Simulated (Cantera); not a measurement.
A closed system holds: 1 mol Si(CH3)4, 0.46 mol C2H2, 120 mol H2, equilibrated at 1875 K and 13.3 mbar.

These are equilibrium values from Cantera (NASA tables, ideal gas, pure condensed phases), not measurements of a reactor. Kinetics and transport are ignored.

```
species             before     after
----------------  --------  --------
H2                   0.994     0.939
H                  0.00566    0.0538
Si                 2.27e-5   0.00397
SiC2               5.04e-7  0.000416
Si2C               3.54e-7  0.000252
SiH                2.43e-6  0.000188
SiH2               1.65e-6   3.58e-5
C2H2 (acetylene)  0.000315   0.00272
C(graphite), mol      3.84      3.73
SiC(s), mol          0.996     0.331
```
Gas species are given as mole fractions.

**Question.** Which change was made?
A. temperature from 1875 K to 2673 K
B. pressure from 13.3 mbar to 3.90 mbar
C. temperature from 1875 K to 1825 K
D. temperature from 1875 K to 2223 K

**Answer.** D, temperature from 1875 K to 2223 K. Gases not in the tables: Si2H6 and higher silanes
